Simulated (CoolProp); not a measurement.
Nitrous oxide along the isobar 7770 kPa: fugacity coefficient from the reference equation and from simpler models built on Tc = 309.5 K, pc = 7245 kPa, ω = 0.161; each cubic takes its own stable root.

Values from CoolProp's reference Helmholtz-energy equation of state, Lemmon 2006. It is a short technical equation, of lower accuracy than the large ones.

```
T (K)          phase  reference  van der Waals  Redlich-Kwong  Soave-Redlich-Kwong
-----  -------------  ---------  -------------  -------------  -------------------
307.1         liquid     0.6053         0.6506         0.6169               0.6151
319.9  supercritical     0.6785         0.7021         0.6804               0.6844
332.8  supercritical     0.7212         0.7344         0.7194               0.7269
345.7  supercritical     0.7553         0.7607         0.7510               0.7614
358.5  supercritical     0.7837         0.7830         0.7776               0.7903
371.4  supercritical     0.8083         0.8025         0.8006               0.8155
384.2  supercritical     0.8293         0.8196         0.8206               0.8372
397.1  supercritical     0.8479         0.8348         0.8382               0.8564
410    supercritical     0.8643         0.8485         0.8538               0.8733
422.8  supercritical     0.8786         0.8606         0.8676               0.8882
435.7  supercritical     0.8915         0.8717         0.8799               0.9015
448.6  supercritical     0.9029         0.8817         0.8910               0.9134
461.4  supercritical     0.9131         0.8907         0.9009               0.9239
474.3  supercritical     0.9223         0.8990         0.9098               0.9334
487.1  supercritical     0.9305         0.9065         0.9178               0.9418
500    supercritical     0.9380         0.9134         0.9251               0.9495
```
